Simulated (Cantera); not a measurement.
**SiH2Cl2 + Cl2 + N2 (silicon epitaxy and polysilicon growth)**

Charge: 1 mol SiH2Cl2, 0.0073 mol Cl2, 5 mol N2, equilibrated at 1298 K and 750 Torr.

Method: chemical equilibrium by Gibbs-energy minimisation in Cantera with the NASA 1993 tables (ideal gas, pure condensed phases). Candidate condensed phases: NH4Cl, Si, Si3N4; 28 gas species. N2 is the only nitrogen source here; it is nearly inert below about 1500 K, so the nitride shown seldom forms there in practice. The tables' values for SiCl3 are old estimates; treat these amounts as uncertain. Equilibrium is a limit: real reactors are often held back by kinetics, nucleation or transport.

```
Item                                  Value
--------------------------------  ---------
x(N2)                                 0.715
x(HCl)                                0.180
x(H2)                                0.0690
x(SiCl4)                             0.0342
x(SiCl3)                           0.000738
x(SiHCl3)                          0.000590
x(SiCl2)                            9.52e-5
x(NH3)                              1.92e-6
x(SiH2Cl2)                          1.44e-6
n(Si3N4(s))                       0.259 mol
gas amount                        6.269 mol
log10 activity of Si(s) (absent)      -4.12
```
